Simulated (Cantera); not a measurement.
Feed: 1 mol PbS, 120 mol H₂, 4.2 mol N₂, at 1850 °C and 1.40 mbar.

These are equilibrium values from Cantera (NASA tables, ideal gas, pure condensed phases), not measurements of a reactor. Candidate condensed phases: Pb, PbS, S; 18 gas species. Equilibrium is a limit: real reactors are often held back by kinetics, nucleation or transport.

Base state: H₂ 0.864, H 0.0891, N₂ 0.0319, Pb 0.00752, S 0.00417, SH 0.00197, S₂ 0.000527, H₂S 0.000320 (mole fractions); condensed: gas only.

Question: What changes in the equilibrium state with this change: temperature from 1850 °C to 1950 °C?

Answer: 
| species | before | after |
|---|---|---|
| H₂ | 0.864 | 0.801 |
| H | 0.0891 | 0.153 |
| N₂ | 0.0319 | 0.0308 |
| Pb | 0.00752 | 0.00729 |
| PbS | 7.00e-5 | 3.34e-5 |
| S₂ | 0.000527 | 0.000253 |
| H₂S | 0.000320 | 0.000163 |

Question: What changes in the equilibrium state with this change: H₂ from 120 to 0.31 mol?

Answer: 
```
species    before     after
-------  --------  --------
N₂         0.0319     0.683
Pb        0.00752     0.149
S₂       0.000527    0.0516
H₂          0.864    0.0387
PbS       7.00e-5    0.0137
S         0.00417    0.0413
H          0.0891    0.0189
SN        2.47e-7   1.13e-5
H₂S      0.000320  0.000142
SH        0.00197   0.00413
```
